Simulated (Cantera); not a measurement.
A closed system holds: 1 mol SiCl₄, 1.1 mol HCl, 150 mol H₂, held at 1098.15 K and 0.100 bar.

Equilibrium computed with Cantera from the NASA thermochemical tables; the gas is ideal and each condensed phase is pure. Candidate condensed phases: Si; 19 gas species. The tables' values for SiCl₃ are old estimates; treat these amounts as uncertain. Kinetics and transport are ignored.

Base state: H₂ 0.978, HCl 0.0173, SiCl₄ 0.00211, SiHCl₃ 0.00174, SiCl₂ 0.000620, SiCl₃ 0.000305, SiH₂Cl₂ 0.000172 (mole fractions); condensed: Si(s).

Task: What changes in the equilibrium state with this change: temperature from 1098.15 K to 2223 K?

Result: 
```tsv
species	before	after
H₂	0.978	0.944
HCl	0.0173	0.0292
H	7.76e-8	0.0197
Si	<1e-9	0.00376
SiCl₄	0.00211	1.38e-9
SiH	<1e-9	0.000490
SiCl	<1e-9	0.000404
Si(s), mol	0.245	0
```
The tables' values for SiCl are old estimates; treat these amounts as uncertain. Gases not in the tables: Si₂H₆ and higher silanes.
